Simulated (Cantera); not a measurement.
Source: NASA polynomial tables (part measured, part estimated), evaluated in Cantera. Values are per mole of reaction as written; species without (g) are pure solids or liquids, kept so even where they would boil at 1 bar.

H2O2(g) + Ta ⇌ TaO2(g) + 2 H(g)

| T (K) | ΔH° (kJ) | ΔS° (J/K) | ΔG° (kJ) | log10 K |
|---|---|---|---|---|
| 575 | [?] | [?] | [?] | [?] |
| 775 | 378.4 | 248.3 | 186.1 | -12.54 |
| 975 | 380.2 | 250.3 | 136.2 | -7.30 |
| 1175 | 381.4 | 251.4 | 86.0 | -3.82 |
| 1375 | 381.9 | 251.9 | 35.7 | -1.35 |
| 1575 | 382.0 | 251.9 | -14.7 | 0.49 |
| 1775 | 381.5 | 251.6 | -65.1 | 1.92 |
| 1975 | 380.7 | 251.2 | -115.4 | 3.05 |
| 2175 | [?] | [?] | [?] | [?] |

Problem. Fill in the missing entries.

Solution. 
- 575, ΔH° (kJ): 376.0
- 575, ΔS° (J/K): 244.6
- 575, ΔG° (kJ): 235.4
- 575, log10 K: -21.38
- 2175, ΔH° (kJ): 379.4
- 2175, ΔS° (J/K): 250.5
- 2175, ΔG° (kJ): -165.5
- 2175, log10 K: 3.98
